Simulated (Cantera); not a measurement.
What does this Cantera script print?

```python
import numpy as np
import cantera as ct

gas_names = """
    C CN CO CO2 C2 CCN CNC C2N2 C2O C3 C3O2 C4 C4N2 C5 Fe FeC5O5 FeO N NCO NO NO2 NO3 N2 N2O O O2 O3
""".split()
cond_names = """
    C(gr) Fe(a) Fe(c) Fe(d) Fe(L) FeC5O5(L) FeO(s) FeO(L) Fe2O3(s) Fe3O4(s)
""".split()


# ... load() reads the species with a 1 bar reference pressure and builds the phases ...
atoms = {
    'Fe': {'Fe': 1},
    'CO': {'C': 1, 'O': 1},
    'N2': {'N': 2},
    'O2': {'O': 2},
}
top_T = {'C(gr)': 4500, 'Fe2O3(s)': 1830, 'Fe3O4(s)': 1870}  # K; cautious upper limits of use, not melting points


# ... equilibrate(T, P, feed) seeds the gas with the atoms and calls Mixture.equilibrate('TP', solver="vcs", rtol=1e-11, max_steps=5000) ...
results = []
feed = {'Fe': 1, 'CO': 0.64, 'N2': 29, 'O2': 0.017}  # mol
T = 1250  # K
P = 1000  # Pa
mix = equilibrate(T, P, feed)
results.append((T, P, feed, dict(zip(mix.species_names, mix.species_moles))))
x = sorted(zip(gas.X, gas.species_names), reverse=True)
print(f"T = {T:g} K  P = {P:g} Pa  gas = {mix.phase_moles(0):.4g} mol")
print("   x: " + "  ".join(f"{s} {v:.3e}" for v, s in x if v > 1e-06))
print("   condensed (mol): " + ("  ".join(f"{mix.phase(i).name} {mix.phase_moles(i):.4g}"
      for i in range(1, mix.n_phases) if mix.phase_moles(i) > 1e-12) or "none"))
```

Output:

```
T = 1250 K  P = 1000 Pa  gas = 29.64 mol
   x: N2 9.784e-01  CO 2.045e-02  CO2 1.147e-03
   condensed (mol): Fe(c) 1
```

Equilibrium computed with Cantera from the NASA thermochemical tables; the gas is ideal and each condensed phase is pure.
